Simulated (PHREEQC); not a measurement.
A solution holds 0.067 mol HF, 0.023 mol (CH3)4NF, 0.21 mol H2SO4 and 0.0032 mol ZnSO4 per kg of water, at 65 °C. It is in equilibrium with CO2 at log p = -2 (atm). Otherwise closed; pH follows from the charge balance.

Equilibrium calculation in PHREEQC: ion-association model, phreeqc.dat.

No solid was allowed to form.

Question: Predict the pH, activity of water.

Answer: pH 0.81; activity of water 0.991.

Question: In which forms is S present?

Answer: HSO4- 93 %, SO4-2 6.7 % of the S.

Complexes and solids missing from the database can't appear. (CH3)4N+ isn't in the database: it is added as a free cation with an ion size of 4 Å. Constants without temperature data keep their 25 °C values here.
